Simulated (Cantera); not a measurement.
A perfectly stirred reactor is fed with CH4 : O2 : N2 = 1 : 1.25 : 4.7 (molar parts), equivalence ratio 1.6, at 1.90 bar; it is adiabatic with a 325 K inlet, and is followed from long to short residence time, starting on the burning branch (τ in s: 0.089, 0.035, 0.014, 0.0055, 0.0022, 0.00087, 0.00034, 0.00014, 5.4e-05, 2.1e-05, 8.4e-06, 3.3e-06).

Computed with Cantera and GRI-Mech 3.0 (53 species, 325 reactions).

Task: What does this change do: inlet temperature 325 to 675 K?

Result: 
```
quantity                                                                       before                                 after
------------------------------------------------  -----------------------------------  ------------------------------------
blow-out, bracketed by the residence times tried  burning at 2.20 ms, out at 0.870 ms  burning at 0.340 ms, out at 0.140 ms
x(CH4) at τ = 89.0 ms                                                         0.00459                              0.000424
x(O2) at τ = 89.0 ms                                                         0.000418                               6.91e-5
x(HCO) at τ = 89.0 ms                                                         3.63e-8                               7.87e-8
x(CO2) at τ = 89.0 ms                                                          0.0393                                0.0328
x(CH2O) at τ = 89.0 ms                                                        5.52e-6                               1.88e-6
x(CH4) at τ = 0.340 ms                                                          0.144                               0.00723
x(O2) at τ = 0.340 ms                                                           0.180                               0.00901
x(HCO) at τ = 0.340 ms                                                         <1e-12                               4.27e-6
x(CO2) at τ = 0.340 ms                                                         <1e-12                                0.0294
x(CH2O) at τ = 0.340 ms                                                        <1e-12                              0.000125
```
